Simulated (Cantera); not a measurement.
Input: 1 mol SiCl4, 1.8 mol HCl, 160 mol H2, at 2525 K and 0.00133 bar.

Equilibrium computed with Cantera from the NASA thermochemical tables; the gas is ideal and each condensed phase is pure. Candidate condensed phases: Si; 19 gas species. The tables' values for SiCl are old estimates; treat these amounts as uncertain. Rates play no part.

Base state: H 0.517, H2 0.453, HCl 0.0143, Cl 0.0115, Si 0.00442, SiH 2.77e-5, SiCl 1.37e-5 (mole fractions); condensed: gas only.

**Question.** What changes in the equilibrium state with this change: HCl from 1.8 to 0.2 mol?

**Answer.** 
```json
[
 {"species": "H", "before": "0.517", "after": "0.519"},
 {"species": "H2", "before": "0.453", "after": "0.457"},
 {"species": "HCl", "before": "0.0143", "after": "0.0105"},
 {"species": "Cl", "before": "0.0115", "after": "0.00842"},
 {"species": "Si", "before": "0.00442", "after": "0.00447"},
 {"species": "SiCl", "before": "1.37e-5", "after": "1.01e-5"},
 {"species": "SiH", "before": "2.77e-5", "after": "2.81e-5"}
]
```

**Question.** What changes in the equilibrium state with this change: temperature from 2525 K to 1500 K?

**Answer.** 
```csv
species,before,after
H2,0.453,0.967
HCl,0.0143,0.0296
SiCl2,6.77e-7,0.00290
H,0.517,0.000474
Cl,0.0115,1.17e-5
Si,0.00442,7.89e-6
SiH,2.77e-5,9.10e-7
SiCl,1.37e-5,6.32e-6
"Si(s), mol",0,0.521
```
